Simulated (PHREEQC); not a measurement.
A solution holds 0.016 mol/kgw KCl, 0.086 mol/kgw ZnBr2 and 3.9e-05 mol/kgw Al(NO3)3, at 20 °C. Closed to the air; pH follows from the charge balance.

Model: ion-association model, phreeqc.dat, run in PHREEQC.

Each row changes one thing in this solution. Precipitation was switched off in this run.

```csv
case,pH,Cl- (mol/kgw),Al+3 (mol/kgw),AlOH+2 (mol/kgw),Al(OH)2+ (mol/kgw),Al(OH)3 (mol/kgw),SI of Gibbsite (Al(OH)3),SI of Sylvite (KCl)
as made,4.97,0.0152,2.96e-5,8.00e-6,1.43e-6,9.10e-9,+1.03,-4.81
Al(NO3)3 from 3.9e-05 to 4.29e-05 mol/kgw,4.95,0.0152,3.29e-5,8.56e-6,1.47e-6,9.01e-9,+1.03,-4.81
ZnBr2 left out,4.89,0.0160,2.72e-5,9.28e-6,2.50e-6,1.73e-8,+1.29,-4.58
Al(NO3)3 from 3.9e-05 to 3.9e-06 mol/kgw,5.24,0.0152,2.32e-6,1.18e-6,3.96e-7,4.73e-9,+0.75,-4.81
temperature from 20 to 70 °C,4.34,0.0123,1.02e-5,1.25e-5,1.58e-5,3.91e-7,+1.11,-5.15
temperature from 20 to 35 °C,4.75,0.0147,2.46e-5,1.04e-5,3.95e-6,4.40e-8,+1.11,-4.90
ZnBr2 from 0.086 to 0.0172 mol/kgw,4.94,0.0158,2.83e-5,8.65e-6,2.03e-6,1.42e-8,+1.21,-4.67
```

Species that the database lacks are ignored. Some of these states are supersaturated (in Gibbsite (slow to form), for instance). At this temperature some constants are extrapolated from 25 °C, and those without enthalpy data are left unchanged.
